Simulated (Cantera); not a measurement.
Charge: 1 mol SiCl4, 0.014 mol CH4, 27 mol H2, held at 0.470 bar.

Method: chemical equilibrium by Gibbs-energy minimisation in Cantera with the NASA 1993 tables (ideal gas, pure condensed phases). Candidate condensed phases: C, C6H6, C7H8, C8H18, Si, SiC; 109 gas species. Mutual solubility and eutectic melting of coexisting phases are not modelled. Gases not in the tables: Si2H6 and higher silanes. Rates play no part.

Task: Which condensed phases are stable at each of these points (T (°C)): 650, 750, 850, 950, 1050, 1150, 1250, 1350, 1450, 1550?

Result: 
| T (°C) | condensed phases | Si condensed (%) |
|---|---|---|
| 650 | SiC(s) | 0.5 |
| 750 | SiC(s) | 1.3 |
| 850 | Si(s) + SiC(s) | 3.4 |
| 950 | Si(s) + SiC(s) | 12.1 |
| 1050 | Si(s) + SiC(s) | 18.8 |
| 1150 | Si(s) + SiC(s) | 21.3 |
| 1250 | Si(s) + SiC(s) | 21.0 |
| 1350 | Si(s) + SiC(s) | 19.7 |
| 1450 | Si(l) + SiC(s) | 20.5 |
| 1550 | Si(l) + SiC(s) | 25.4 |

From 650 °C to 750 °C the condensed part is SiC(s). From 850 °C to 1350 °C the condensed part is Si(s) + SiC(s). From 1450 °C to 1550 °C the condensed part is Si(l) + SiC(s).
